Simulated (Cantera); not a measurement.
Mixture: CH3OH : O2 : N2 = 1 : 3.12 : 11.8 (molar parts), at 79000 Pa, adiabatic and at constant pressure. Ignition delay is the time to a rise of 400 K.

Model: GRI-Mech 3.0 (53 species, 325 reactions), integrated in Cantera. GRI-Mech 3.0 was tuned for natural gas; its chemistry of methanol as a main component is partial and can be far from experiment.

Question: Predict: delay at 1200 K; delay at 1300 K; delay at 1400 K; delay at 1500 K; delay at 1600 K; apparent activation energy between 1550 and 1650 K.

Answer: 
```json
{
  "delay at 1200 K": "13.9 ms",
  "delay at 1300 K": "3.21 ms",
  "delay at 1400 K": "0.974 ms",
  "delay at 1500 K": "0.371 ms",
  "delay at 1600 K": "0.167 ms",
  "apparent activation energy between 1550 and 1650 K": "160 kJ/mol"
}
```
